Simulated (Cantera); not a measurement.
Charge: 1 mol MgO, 13 mol HCl, 0.83 mol O₂, at 1373 K and 4.50 mbar.

Cantera equilibrium calculation (NASA polynomials, part measured and part estimated; ideal gas, pure solids and liquids). Candidate condensed phases: H₂O, Mg, MgCl₂, MgO, Mg(OH)₂; 22 gas species. Rates play no part.

Base state: HCl 0.832, H₂O 0.0523, O₂ 0.0468, Cl 0.0331, MgCl₂ 0.0264, Cl₂ 0.00934, OH 4.49e-5, ClO 1.41e-5 (mole fractions); condensed: MgO(s).

Question: What changes in the equilibrium state with this change: temperature from 1373 K to 975 K?

Answer: 
```json
[
 {"species": "HCl", "before": "0.832", "after": "0.848"},
 {"species": "H₂O", "before": "0.0523", "after": "0.0596"},
 {"species": "Cl₂", "before": "0.00934", "after": "0.0589"},
 {"species": "Cl", "before": "0.0331", "after": "0.000958"},
 {"species": "MgCl₂", "before": "0.0264", "after": "0.000144"},
 {"species": "O₂", "before": "0.0468", "after": "0.0321"},
 {"species": "OH", "before": "4.49e-5", "after": "1.30e-7"},
 {"species": "ClO", "before": "1.41e-5", "after": "7.67e-7"},
 {"species": "MgO(s), mol", "before": "0.633", "after": "0.998"}
]
```

Question: What changes in the equilibrium state with this change: pressure from 4.50 mbar to 72.0 Pa?

Answer: 
| species | before | after |
|---|---|---|
| HCl | 0.832 | 0.822 |
| H₂O | 0.0523 | 0.0538 |
| Cl | 0.0331 | 0.0505 |
| Cl₂ | 0.00934 | 0.00348 |
| MgCl₂ | 0.0264 | 0.0251 |
| O₂ | 0.0468 | 0.0450 |
| ClO | 1.41e-5 | 8.43e-6 |
| OH | 4.49e-5 | 7.12e-5 |
| MgO(s), mol | 0.633 | 0.649 |
